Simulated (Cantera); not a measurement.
Gas activation for diamond growth

An isothermal, constant-pressure homogeneous reactor starts with CH₄ : H₂ : H : H₂O = 0.005 : 1 : 0.0043 : 0.029 (molar parts), at 3000 K and 0.197 atm.

Model: GRI-Mech 3.0 (53 species, 325 reactions), integrated in Cantera.

```
t (s)        x CH₄   x H₂     x H     x CH₃     x C₂H     x CH₂
--------  --------  -----  ------  --------  --------  --------
8.00e-5    0.00134  0.915  0.0541   0.00131   6.89e-6  0.000135
0.000197  0.000291  0.892  0.0791  0.000418   1.48e-5   6.70e-5
0.000486   4.15e-5  0.863   0.110   8.52e-5   4.50e-6   1.96e-5
0.00120    2.78e-9  0.811   0.164   8.94e-9  5.49e-10   3.15e-9
0.00295   5.96e-12  0.736   0.240  3.08e-11    <1e-12  1.87e-11
0.00726   2.27e-12  0.688   0.288  1.50e-11    <1e-12  1.16e-11
0.0179    2.03e-12  0.683   0.294  1.37e-11    <1e-12  1.10e-11
0.0441    2.03e-12  0.683   0.294  1.37e-11    <1e-12  1.10e-11
0.109     2.03e-12  0.683   0.294  1.37e-11    <1e-12  1.10e-11
0.267     2.03e-12  0.683   0.294  1.37e-11    <1e-12  1.10e-11
0.659     2.03e-12  0.683   0.294  1.37e-11    <1e-12  1.10e-11
1.62      2.03e-12  0.683   0.294  1.37e-11    <1e-12  1.10e-11
4.00      2.03e-12  0.683   0.294  1.37e-11    <1e-12  1.10e-11
```
x: mole fraction; the columns are a selection and need not sum to one.

Equilibrium at this temperature and pressure: CH₄ 2.11e-12, H₂ 0.683, H 0.294, CH₃ 1.43e-11, C₂H <1e-12, CH₂ 1.12e-11 (gas phase only).
